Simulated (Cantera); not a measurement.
Input (Python, Cantera) and output of one run.

```python
import numpy as np
import cantera as ct

gas_names = [...]  # 113 gases of nasa_gas.yaml made of C, H, O, Ta
cond_names = """
    C(gr) C6H6(L) C7H8(L) C8H18(L),n-octa H2O(s) H2O(L) Ta(cr) Ta(L) TaC(s) TaC(L) Ta2O5(s) Ta2O5(L)
""".split()


# ... load() reads the species with a 1 bar reference pressure and builds the phases ...
atoms = {
    'Ta2O5': {'Ta': 2, 'O': 5},
    'CO': {'C': 1, 'O': 1},
    'H2': {'H': 2},
}
top_T = {'C(gr)': 4500}  # K; cautious upper limits of use, not melting points


# ... equilibrate(T, P, feed) seeds the gas with the atoms and calls Mixture.equilibrate('TP', solver="vcs", rtol=1e-11, max_steps=5000) ...
results = []
feed = {'Ta2O5': 1, 'CO': 3.7, 'H2': 8.2}  # mol
T = 2425  # K
P = 49000  # Pa
mix = equilibrate(T, P, feed)
results.append((T, P, feed, dict(zip(mix.species_names, mix.species_moles))))
print(gas.report(threshold=1e-05))
for i in range(1, mix.n_phases):
    print(f"{mix.phase(i).name:16s} {mix.phase_moles(i):12.5e} mol")
```

It prints:

```
       temperature   2425 K
          pressure   49000 Pa
           density   0.024815 kg/m^3
  mean mol. weight   10.211 kg/kmol
   phase of matter   gas

                          1 kg             1 kmol
                     ---------------   ---------------
          enthalpy        3.7374e+06        3.8162e+07  J
   internal energy        1.7628e+06        1.7999e+07  J
           entropy             22402        2.2874e+05  J/K
    Gibbs function       -5.0586e+07       -5.1652e+08  J
 heat capacity c_p            3499.1             35728  J/K
 heat capacity c_v            2684.8             27413  J/K

                      mass frac. Y      mole frac. X     chem. pot. / RT
                     ---------------   ---------------   ---------------
                CO           0.84247           0.30711           -35.752
               CO2         0.0014661        0.00034015           -61.002
                 H         0.0020607          0.020874           -10.615
                H2            0.1316           0.66652           -21.231
               H2O         0.0077936         0.0044174            -46.48
                OH        4.3685e-05        2.6228e-05           -35.865
               TaO         0.0026308        0.00013639           -34.219
              TaO2          0.011933        0.00057221           -59.469
     [ +105 minor]        2.4992e-06        1.1382e-06

C(gr)             0.00000e+00 mol
Ta(cr)            2.06680e-02 mol
TaC(s)            0.00000e+00 mol
Ta2O5(L)          9.85402e-01 mol
```

These are equilibrium values from Cantera (NASA tables, ideal gas, pure condensed phases), not measurements of a reactor. Mutual solubility and eutectic melting of coexisting phases are not modelled. Condensed phases not in the tables: Ta2C, N, O or C dissolved in the metal.
